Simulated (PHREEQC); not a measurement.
A solution holds 0.0015 mol/kgw MgCl2, 0.00013 mol/kgw NaHCO3 and 0.00445 mol/kgw MgSO4, at 80 °C. Closed to the air; pH follows from the charge balance.

Equilibrium calculation in PHREEQC: ion-association model, wateq4f.dat.

No solid was allowed to form.

Question: Estimate the pH, ionic strength.

Answer: pH 7.18; ionic strength 0.0133 mol/kgw.

Question: In which forms is C present?

Answer: HCO3- 85 %, CO2 11 %, MgHCO3+ 3.7 % of the C.

Complexes and solids missing from the database can't appear. At this temperature some constants are extrapolated from 25 °C, and those without enthalpy data are left unchanged.
